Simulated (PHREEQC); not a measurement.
# Sulfide liquor: an equilibrium model

Consider water at 25 °C with 0.015 mol/kgw Na2S, 0.97 mol/kgw HCl and 0.38 mol/kgw NiCl2. Closed to the air; pH follows from the charge balance.

The numbers come from PHREEQC with the ion-association model, wateq4f.dat.

The pH is 0.16. The ionic strength comes out as 1.35 mol/kgw. The activity of water comes out as 0.955 and the total alkalinity is -940 meq/kg.

```json
[
 {"species": "Cl-", "molality": "1.26", "activity": "0.737", "log γ": "-0.234"},
 {"species": "H+", "molality": "0.940", "activity": "0.691", "log γ": "-0.134"},
 {"species": "NiCl2", "molality": "0.180", "activity": "0.246", "log γ": "0.135"},
 {"species": "NiCl+", "molality": "0.107", "activity": "0.0920", "log γ": "-0.067"},
 {"species": "Ni+2", "molality": "0.0922", "activity": "0.0497", "log γ": "-0.268"},
 {"species": "Na+", "molality": "0.0300", "activity": "0.0221", "log γ": "-0.133"}
]
```

This is a speciation only: nothing precipitates in the calculation. The ionic strength is past about 0.7 mol/kgw, beyond the range of this activity model, so the values are rough. The polysulfide entries of wateq4f.dat were taken out for this run.
